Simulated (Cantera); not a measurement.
**Thermodynamics of silicon oxide and oxynitride deposition, feed TEOS + NO + N2**

Feed: 1 mol TEOS, 2.2 mol NO, 110 mol N2, held at 100 Torr.

Cantera equilibrium calculation (NASA polynomials, part measured and part estimated; ideal gas, pure solids and liquids). Candidate condensed phases: C, C6H6, C7H8, C8H18, H2O, Si, SiC, SiO2, Si2N2O, Si3N4; 151 gas species. The feed counts by its element totals alone. The numbers say what is thermodynamically allowed, not how fast it happens.

From 998 K to 1098 K the condensed part is C(graphite) + SiO2(β-quartz). From 1198 K to 1598 K the condensed part is C(graphite) + Si2N2O(s). From 1698 K to 1998 K the condensed part is C(graphite) + SiC(s).

```tsv
T (K)	x N2	x H2	x CO	x HCN	x H	x SiO	n C(graphite)	n SiO2(β-quartz)	n Si2N2O(s)	n SiC(s)
998	0.887	0.0795	0.0332	1.33e-6	1.66e-9	<1e-12	3.82	1.00	0	0
1098	0.887	0.0797	0.0335	5.76e-6	1.91e-8	3.44e-12	3.80	1.00	0	0
1198	0.876	0.0791	0.0451	1.92e-5	1.46e-7	1.25e-9	2.30	0	0.500	0
1298	0.876	0.0791	0.0451	5.35e-5	8.26e-7	3.16e-8	2.29	0	0.500	0
1398	0.876	0.0791	0.0451	0.000128	3.64e-6	5.00e-7	2.28	0	0.500	0
1498	0.876	0.0790	0.0451	0.000274	1.32e-5	5.41e-6	2.26	0	0.500	0
1598	0.875	0.0789	0.0451	0.000531	4.09e-5	4.32e-5	2.23	0	0.497	0
1698	0.872	0.0780	0.0485	0.000945	0.000111	0.000197	0.725	0	0	0.975
1798	0.872	0.0776	0.0484	0.00158	0.000269	0.000268	0.656	0	0	0.966
1898	0.871	0.0769	0.0483	0.00250	0.000594	0.000351	0.549	0	0	0.955
1998	0.870	0.0759	0.0482	0.00376	0.00121	0.000447	0.395	0	0	0.940
```
x: gas mole fraction; n: condensed amount in mol.
